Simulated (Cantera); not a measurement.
# Adiabatic ignition

An adiabatic, constant-volume homogeneous reactor starts with CO : H₂ : O₂ : N₂ = 1 : 0.064 : 0.484 : 3.29 (molar parts), equivalence ratio 1.1, at 1650 K and 22000 Pa.

Model: GRI-Mech 3.0 (53 species, 325 reactions), integrated in Cantera.

```csv
t (s),T (K),P (bar),x CO,x H₂,x O₂,x H₂O,x O,x H₂O₂,x NO₂
2.00e-6,1650,0.220,0.207,0.0132,0.100,5.88e-10,7.62e-8,5.66e-12,<1e-12
4.31e-6,1650,0.220,0.207,0.0132,0.100,5.31e-9,1.63e-7,2.29e-11,<1e-12
9.28e-6,1650,0.220,0.207,0.0132,0.100,4.61e-8,3.69e-7,8.08e-11,<1e-12
2.00e-5,1650,0.220,0.207,0.0132,0.100,4.18e-7,1.10e-6,2.23e-10,<1e-12
4.31e-5,1650,0.220,0.207,0.0132,0.100,5.70e-6,7.88e-6,4.63e-10,<1e-12
9.28e-5,1650,0.220,0.206,0.0126,0.0993,0.000365,0.000437,3.92e-9,<1e-12
0.000200,1694,0.226,0.178,0.000892,0.0693,0.00632,0.0242,3.66e-8,6.58e-11
0.000431,1792,0.238,0.141,0.000865,0.0432,0.00205,0.0430,1.92e-8,9.99e-10
0.000928,1912,0.252,0.134,0.00103,0.0410,0.00244,0.0396,1.56e-8,4.15e-9
0.00200,2102,0.274,0.129,0.00126,0.0414,0.00401,0.0306,1.11e-8,1.38e-8
0.00431,2354,0.302,0.118,0.00131,0.0393,0.00615,0.0201,6.81e-9,8.78e-8
0.00928,2589,0.328,0.104,0.00115,0.0335,0.00811,0.0116,6.81e-9,6.79e-7
0.0200,2655,0.334,0.0987,0.00109,0.0294,0.00877,0.00902,8.37e-9,1.56e-6
0.0431,2656,0.334,0.0985,0.00109,0.0289,0.00881,0.00884,8.37e-9,1.72e-6
0.0928,2656,0.334,0.0985,0.00109,0.0289,0.00881,0.00883,8.37e-9,1.72e-6
0.200,2656,0.334,0.0985,0.00109,0.0289,0.00881,0.00883,8.37e-9,1.72e-6
```
x: mole fraction; the columns are a selection and need not sum to one.

| Quantity | Value |
|---|---|
| time of steepest temperature rise | 0.152 ms |
| temperature at 0.200 s | 2656 K |
| equilibrium temperature | 2656 K |
| x(CO) at 0.200 s | 0.0985 (gas-phase equilibrium 0.0985) |
| x(H₂) at 0.200 s | 0.00109 (gas-phase equilibrium 0.00109) |
| x(O₂) at 0.200 s | 0.0289 (gas-phase equilibrium 0.0289) |
